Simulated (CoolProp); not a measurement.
100 sccm (0 °C, 1 atm) of nitrogen bubbles through liquid ethylbenzene at 291.8 K and leaves saturated at a total pressure of 0.00438 MPa (ideal gas phase). Each further row changes one setting.

The numbers come from the reference Helmholtz-energy equation of state, Zhou 2012 in CoolProp.

```json
[
 {"case": "as stated", "vapour pressure (kPa)": "0.881", "mole fraction of vapour": "…", "delivery (mg/min)": "…", "delivery (sccm)": "25.2", "change of delivery for a bath 1 K warmer (%)": "7.9"},
 {"case": "bath temperature 296.8 K", "vapour pressure (kPa)": "1.18", "mole fraction of vapour": "…", "delivery (mg/min)": "175", "delivery (sccm)": "…", "change of delivery for a bath 1 K warmer (%)": "…"},
 {"case": "total pressure 0.00876 MPa", "vapour pressure (kPa)": "0.881", "mole fraction of vapour": "0.101", "delivery (mg/min)": "…", "delivery (sccm)": "…", "change of delivery for a bath 1 K warmer (%)": "6.9"}
]
```

Q: Some entries are withheld; supply them.

A: 
- as stated, mole fraction of vapour: 0.201
- as stated, delivery (mg/min): 119
- bath temperature 296.8 K, mole fraction of vapour: 0.270
- bath temperature 296.8 K, delivery (sccm): 37.0
- bath temperature 296.8 K, change of delivery for a bath 1 K warmer (%): 8.3
- total pressure 0.00876 MPa, delivery (mg/min): 52.9
- total pressure 0.00876 MPa, delivery (sccm): 11.2
